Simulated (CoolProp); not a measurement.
A single-stage vapour-compression cycle with hydrogen sulfide: evaporating at 274.15 K (dew point), condensing at 324.15 K (bubble point), superheat 0 K, subcooling 0 K, compressor efficiency 0.8, no pressure losses. Each further row changes one setting.

Values from CoolProp's reference Helmholtz-energy equation of state, Lemmon 2006. It is a short technical equation, of lower accuracy than the large ones.

| case | cooling COP | pressure ratio | discharge temperature (K) | refrigerating effect (kJ/kg) | volumetric capacity (kJ/m³) |
|---|---|---|---|---|---|
| as stated | 3.32 | 3.41 | 391.6 | 348 | 6260 |
| evaporating temperature 279.15 K | 3.83 | 2.96 | 382.8 | ___ | 7230 |
| condensing temperature 319.15 K | 3.82 | ___ | ___ | 360 | 6480 |
| subcooling 5 K | 3.45 | 3.41 | 391.6 | 360 | 6480 |
| superheat 10 K | 3.26 | 3.41 | ___ | 360 | 6150 |
| compressor efficiency 0.7 | 2.91 | 3.41 | 403.2 | 348 | 6260 |

Question: Fill in the missing entries.

Answer: 
- evaporating temperature 279.15 K, refrigerating effect (kJ/kg): 350
- condensing temperature 319.15 K, pressure ratio: 3.07
- condensing temperature 319.15 K, discharge temperature (K): 380.1
- superheat 10 K, discharge temperature (K): 405.7
